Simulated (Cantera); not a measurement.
Input (Python, Cantera) and output of one run.

```python
import numpy as np
import cantera as ct

gas_names = [...]  # 113 gases of nasa_gas.yaml made of C, H, O, Ti
cond_names = """
    C(gr) C6H6(L) C7H8(L) C8H18(L),n-octa H2O(s) H2O(L) Ti(a) Ti(b) Ti(L) TiC(s) TiC(L) TiO(a) TiO(b)
    TiO(L) TiO2(ru) TiO2(L) Ti2O3(a) Ti2O3(b) Ti2O3(L) Ti3O5(a) Ti3O5(b) Ti3O5(L) Ti4O7(s) Ti4O7(L)
""".split()


# ... load() reads the species with a 1 bar reference pressure and builds the phases ...
atoms = {
    'TiO2': {'Ti': 1, 'O': 2},
    'CH4': {'C': 1, 'H': 4},
    'CO': {'C': 1, 'O': 1},
}
top_T = {'C(gr)': 4500}  # K; cautious upper limits of use, not melting points


# ... equilibrate(T, P, feed) seeds the gas with the atoms and calls Mixture.equilibrate('TP', solver="vcs", rtol=1e-11, max_steps=5000) ...
results = []
T = 1250  # K
P = 100000  # Pa
for m in [0.023, 0.049, 0.1, 0.22, 0.47, 1, 2.1]:
    feed = {'TiO2': 1, 'CH4': 1.6, 'CO': m}  # mol
    mix = equilibrate(T, P, feed)
    results.append((T, P, feed, dict(zip(mix.species_names, mix.species_moles))))

top = {s: max(r[3][s] / sum(r[3][g] for g in gas_names) for r in results) for s in gas_names}
cols = sorted((s for s in top if top[s] > 0.001), key=lambda s: -top[s])[:9]
seen = [c for c in cond_names if any(r[3].get(c, 0) > 1e-12 for r in results)]
print("log10 of partial pressures in bar; condensed amounts in mol")
print(f"{'n(CO)':>10s}" + "".join(f"{s[:9]:>10s}" for s in cols + seen))
for T, P, feed, n in results:
    ng = sum(n[g] for g in gas_names)
    print(f"{feed['CO']:10.4g}" + "".join(f"{np.log10(max(n[s] / ng * P / 1e5, 1e-99)):10.3f}" for s in cols)
          + "".join(f"{n.get(c, 0):10.4g}" for c in seen))
```

It prints:

```
log10 of partial pressures in bar; condensed amounts in mol
     n(CO)        H2        CO       CH4       H2O       CO2     C(gr)  TiO2(ru)  Ti4O7(s)
     0.023    -0.040    -1.107    -2.039    -2.969    -4.230     1.322         0      0.25
     0.049    -0.043    -1.070    -2.046    -2.936    -4.158     1.323         0      0.25
       0.1    -0.050    -1.008    -2.058    -2.880    -4.033     1.324         0      0.25
      0.22    -0.061    -0.918    -2.081    -2.801    -3.853     1.354    0.1106    0.2223
      0.47    -0.064    -0.895    -2.087    -2.781    -3.806     1.577         1         0
         1    -0.123    -0.626    -2.204    -2.571    -3.269     1.587         1         0
       2.1    -0.223    -0.405    -2.406    -2.451    -2.827     1.606         1         0
```

Equilibrium computed with Cantera from the NASA thermochemical tables; the gas is ideal and each condensed phase is pure. Mutual solubility and eutectic melting of coexisting phases are not modelled. Condensed phases not in the tables: Magnéli phases beyond Ti4O7.
